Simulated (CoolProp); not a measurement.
Propylene glycol along the isobar 5.26 MPa: Z from the reference equation and from simpler models built on Tc = 400.8 °C, pc = 7.292 MPa, ω = 0.327; each cubic takes its own stable root.

The numbers come from the reference Helmholtz-energy equation of state, Eisenbach 2021 in CoolProp.

| T (°C) | phase | reference |
|---|---|---|
| 243.15 | liquid | 0.1111 |
| 252.55 | liquid | 0.1106 |
| 261.95 | liquid | 0.1102 |
| 271.35 | liquid | 0.1099 |
| 280.85 | liquid | 0.1097 |
| 290.25 | liquid | 0.1097 |
| 299.65 | liquid | 0.1099 |
| 309.15 | liquid | 0.1102 |
| 318.55 | liquid | 0.1108 |
| 327.95 | liquid | 0.1116 |
| 337.45 | liquid | 0.1127 |
| 346.85 | liquid | 0.1143 |

### Question
How far does each simpler model (van der Waals, Redlich-Kwong, Soave-Redlich-Kwong, Peng-Robinson) lie from the reference over these 12 states: mean and median of the absolute difference, and the worst?

### Answer
- van der Waals: mean 56.2 %, median 55.4 %, worst +61.3 % at 346.85 °C and 5.26 MPa
- Redlich-Kwong: mean 12.6 %, median 11.9 %, worst +18.9 % at 346.85 °C and 5.26 MPa
- Soave-Redlich-Kwong: mean 6.1 %, median 5.5 %, worst +11.3 % at 346.85 °C and 5.26 MPa
- Peng-Robinson: mean 6.3 %, median 6.9 %, worst -9.1 % at 243.15 °C and 5.26 MPa
